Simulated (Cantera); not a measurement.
Input (Python, Cantera) and output of one run.

```python
import numpy as np
import cantera as ct

gas_names = """
    H HO2 H2 H2O H2O2 O OH O2 O3 P PH PH3 PO PO2 P2 P4 P4O10
""".split()
cond_names = """
    H2O(s) H2O(L) P(cr) P(L) P4O10(s)
""".split()


# ... load() reads the species with a 1 bar reference pressure and builds the phases ...
atoms = {
    'PH3': {'P': 1, 'H': 3},
    'H2': {'H': 2},
    'O2': {'O': 2},
}
top_T = {'P4O10(s)': 690}  # K; cautious upper limits of use, not melting points


# ... equilibrate(T, P, feed) seeds the gas with the atoms and calls Mixture.equilibrate('TP', solver="vcs", rtol=1e-11, max_steps=5000) ...
results = []
T = 1500  # K
P = 9300  # Pa
for m in [1.1, 1.3, 1.6, 1.9, 2.3, 2.8, 3.3, 4, 4.8, 5.8, 6.9, 8.3]:
    feed = {'PH3': 1, 'H2': m, 'O2': 0.093}  # mol
    mix = equilibrate(T, P, feed)
    results.append((T, P, feed, dict(zip(mix.species_names, mix.species_moles))))
    x = sorted(zip(gas.X, gas.species_names), reverse=True)
    print(f"T = {T:g} K  P = {P:g} Pa  n(H2) = {m:g} mol  gas = {mix.phase_moles(0):.4g} mol")
    print("   x: " + "  ".join(f"{s} {v:.3e}" for v, s in x if v > 1e-06))
    print("   condensed (mol): " + ("  ".join(f"{mix.phase(i).name} {mix.phase_moles(i):.4g}"
          for i in range(1, mix.n_phases) if mix.phase_moles(i) > 1e-12) or "none"))
```

Output:

```
T = 1500 K  P = 9300 Pa  n(H2) = 1.1 mol  gas = 3.096 mol
   x: H2 7.829e-01  P2 1.548e-01  H2O 5.675e-02  P4 2.602e-03  PO 2.377e-03  PO2 4.727e-04  H 5.107e-05  PH3 1.746e-05  PH 7.884e-06  P 3.677e-06
   condensed (mol): none
T = 1500 K  P = 9300 Pa  n(H2) = 1.3 mol  gas = 3.297 mol
   x: H2 7.958e-01  P2 1.458e-01  H2O 5.349e-02  P4 2.307e-03  PO 2.139e-03  PO2 3.945e-04  H 5.149e-05  PH3 1.737e-05  PH 7.712e-06  P 3.568e-06
   condensed (mol): none
T = 1500 K  P = 9300 Pa  n(H2) = 1.6 mol  gas = 3.597 mol
   x: H2 8.125e-01  P2 1.340e-01  H2O 4.925e-02  P4 1.950e-03  PO 1.849e-03  PO2 3.075e-04  H 5.203e-05  PH3 1.718e-05  PH 7.472e-06  P 3.421e-06
   condensed (mol): none
T = 1500 K  P = 9300 Pa  n(H2) = 1.9 mol  gas = 3.897 mol
   x: H2 8.268e-01  P2 1.240e-01  H2O 4.562e-02  P4 1.670e-03  PO 1.619e-03  PO2 2.451e-04  H 5.248e-05  PH3 1.696e-05  PH 7.251e-06  P 3.291e-06
   condensed (mol): none
T = 1500 K  P = 9300 Pa  n(H2) = 2.3 mol  gas = 4.297 mol
   x: H2 8.427e-01  P2 1.128e-01  H2O 4.153e-02  P4 1.381e-03  PO 1.379e-03  PO2 1.865e-04  H 5.299e-05  PH3 1.665e-05  PH 6.981e-06  P 3.138e-06
   condensed (mol): none
T = 1500 K  P = 9300 Pa  n(H2) = 2.8 mol  gas = 4.798 mol
   x: H2 8.588e-01  P2 1.013e-01  H2O 3.734e-02  PO 1.153e-03  P4 1.115e-03  PO2 1.376e-04  H 5.349e-05  PH3 1.623e-05  PH 6.680e-06  P 2.975e-06
   condensed (mol): none
T = 1500 K  P = 9300 Pa  n(H2) = 3.3 mol  gas = 5.298 mol
   x: H2 8.720e-01  P2 9.198e-02  H2O 3.391e-02  PO 9.831e-04  P4 9.184e-04  PO2 1.049e-04  H 5.390e-05  PH3 1.582e-05  PH 6.413e-06  P 2.834e-06
   condensed (mol): none
T = 1500 K  P = 9300 Pa  n(H2) = 4 mol  gas = 5.998 mol
   x: H2 8.868e-01  P2 8.146e-02  H2O 3.005e-02  PO 8.061e-04  P4 7.204e-04  PO2 7.495e-05  H 5.436e-05  PH3 1.527e-05  PH 6.086e-06  P 2.667e-06
   condensed (mol): none
T = 1500 K  P = 9300 Pa  n(H2) = 4.8 mol  gas = 6.799 mol
   x: H2 9.000e-01  P2 7.205e-02  H2O 2.659e-02  PO 6.609e-04  P4 5.635e-04  H 5.476e-05  PO2 5.357e-05  PH3 1.468e-05  PH 5.766e-06  P 2.508e-06
   condensed (mol): none
T = 1500 K  P = 9300 Pa  n(H2) = 5.8 mol  gas = 7.799 mol
   x: H2 9.127e-01  P2 6.295e-02  H2O 2.324e-02  PO 5.325e-04  P4 4.302e-04  H 5.515e-05  PO2 3.720e-05  PH3 1.402e-05  PH 5.428e-06  P 2.345e-06
   condensed (mol): none
T = 1500 K  P = 9300 Pa  n(H2) = 6.9 mol  gas = 8.899 mol
   x: H2 9.234e-01  P2 5.528e-02  H2O 2.041e-02  PO 4.332e-04  P4 3.317e-04  H 5.547e-05  PO2 2.628e-05  PH3 1.337e-05  PH 5.116e-06  P 2.197e-06
   condensed (mol): none
T = 1500 K  P = 9300 Pa  n(H2) = 8.3 mol  gas = 10.3 mol
   x: H2 9.338e-01  P2 4.786e-02  H2O 1.768e-02  PO 3.452e-04  P4 2.486e-04  H 5.578e-05  PO2 1.793e-05  PH3 1.265e-05  PH 4.787e-06  P 2.044e-06
   condensed (mol): none
```

Cantera equilibrium calculation (NASA polynomials, part measured and part estimated; ideal gas, pure solids and liquids). Gases not in the tables: HPO2, HPO3 and P4O6.
